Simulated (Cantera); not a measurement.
An adiabatic, constant-pressure homogeneous reactor starts with CH4 : O2 : N2 : H2O = 1 : 0.87 : 3.83 : 0.32 (molar parts), equivalence ratio 2.3, at 1625 K and 9.87 atm.

Model: GRI-Mech 3.0 (53 species, 325 reactions), integrated in Cantera.

x: mole fraction; the columns are a selection and need not sum to one.

| t (s) | T (K) | x CH4 | x O2 | x C2H4 | x NO | x CH3 | x CH2 |
|---|---|---|---|---|---|---|---|
| 4.00e-6 | 1625 | 0.166 | 0.144 | 2.50e-7 | <1e-12 | 7.73e-5 | 3.31e-10 |
| 1.39e-5 | 1625 | 0.165 | 0.144 | 1.36e-5 | 1.17e-12 | 0.000246 | 3.09e-9 |
| 4.80e-5 | 1638 | 0.161 | 0.142 | 0.000294 | 1.38e-11 | 0.000463 | 1.50e-8 |
| 0.000167 | 2416 | ___ | ___ | ___ | ___ | ___ | ___ |
| 0.000577 | 2396 | 1.60e-5 | 6.07e-7 | 2.41e-8 | 0.000126 | 3.30e-6 | 5.77e-8 |
| 0.00200 | 2396 | 3.34e-9 | 6.15e-7 | <1e-12 | 8.20e-5 | 6.99e-10 | 1.26e-11 |
| 0.00693 | 2397 | 3.20e-9 | 6.18e-7 | <1e-12 | 3.73e-5 | 6.71e-10 | 1.21e-11 |
| 0.0240 | 2397 | 3.19e-9 | 6.19e-7 | <1e-12 | 2.72e-5 | 6.68e-10 | 1.20e-11 |
| 0.0833 | 2397 | 3.19e-9 | 6.19e-7 | <1e-12 | 2.70e-5 | 6.68e-10 | 1.20e-11 |
| 0.289 | 2397 | 3.19e-9 | 6.19e-7 | <1e-12 | 2.70e-5 | 6.68e-10 | 1.20e-11 |
| 1.00 | 2397 | 3.19e-9 | 6.19e-7 | <1e-12 | 2.70e-5 | 6.68e-10 | 1.20e-11 |

Task: Fill in the missing entries.

Result: 
- 0.000167, x CH4: 0.00216
- 0.000167, x O2: 9.96e-7
- 0.000167, x C2H4: 2.21e-5
- 0.000167, x NO: 3.30e-5
- 0.000167, x CH3: 0.000518
- 0.000167, x CH2: 1.23e-5
